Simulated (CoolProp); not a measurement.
A simple Rankine cycle with R365MFC: condensing at 301.15 K, boiler at 0.552 MPa, turbine inlet 375.6 K, turbine efficiency 0.65, pump efficiency 0.7, no recuperator. Each further row changes one setting.

Computed with CoolProp (reference Helmholtz-energy equation of state, Lemmon 2016).

```json
[
 {"case": "as stated", "thermal efficiency (%)": "…", "net work (kJ/kg)": "25.3", "heat in (kJ/kg)": "263", "turbine exit temperature (K)": "…", "volume ratio over the turbine": "8.99"},
 {"case": "turbine inlet 395.6 K", "thermal efficiency (%)": "9.4", "net work (kJ/kg)": "27.2", "heat in (kJ/kg)": "288", "turbine exit temperature (K)": "…", "volume ratio over the turbine": "8.80"},
 {"case": "condensing temperature 293.15 K", "thermal efficiency (%)": "10.6", "net work (kJ/kg)": "29.1", "heat in (kJ/kg)": "274", "turbine exit temperature (K)": "339.3", "volume ratio over the turbine": "12.4"},
 {"case": "boiler pressure 0.386 MPa", "thermal efficiency (%)": "…", "net work (kJ/kg)": "21.9", "heat in (kJ/kg)": "…", "turbine exit temperature (K)": "…", "volume ratio over the turbine": "…"},
 {"case": "turbine efficiency 0.55", "thermal efficiency (%)": "8.1", "net work (kJ/kg)": "21.3", "heat in (kJ/kg)": "263", "turbine exit temperature (K)": "346.9", "volume ratio over the turbine": "…"}
]
```

**Question.** Some entries are withheld; supply them.

**Answer.** 
- as stated, thermal efficiency (%): 9.6
- as stated, turbine exit temperature (K): 343.2
- turbine inlet 395.6 K, turbine exit temperature (K): 364.3
- boiler pressure 0.386 MPa, thermal efficiency (%): 8.2
- boiler pressure 0.386 MPa, heat in (kJ/kg): 267
- boiler pressure 0.386 MPa, turbine exit temperature (K): 350.1
- boiler pressure 0.386 MPa, volume ratio over the turbine: 6.08
- turbine efficiency 0.55, volume ratio over the turbine: 9.09
